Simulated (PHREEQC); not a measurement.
Polishing slurry liquid

Dissolve 140 mmol/kgw H2SO4 and 2.2 mmol/kgw CO2 at 94 °C. Closed to the air; pH follows from the charge balance.

Computed with PHREEQC (ion-association model, phreeqc.dat).

```json
{
 "pH": "0.94",
 "ionic_strength": "0.150 mol/kgw",
 "specific_conductance": "135000 µS/cm",
 "density": "0.971 g/cm³",
 "total_alkalinity": "-280 meq/kg"
}
```

```tsv
species	molality	activity	log γ
H+	0.145	0.114	-0.105
HSO4-	0.135	0.0980	-0.138
SO4-2	0.00518	0.00143	-0.558
CO2	0.00220	0.00228	0.015
(CO2)2	4.30e-7	4.45e-7	0.015
HCO3-	1.08e-8	7.97e-9	-0.134
```

Precipitation was switched off in this run. Species that the database lacks are ignored. Away from 25 °C the constants follow the database's enthalpies or fits; those with neither stay at their 25 °C values.
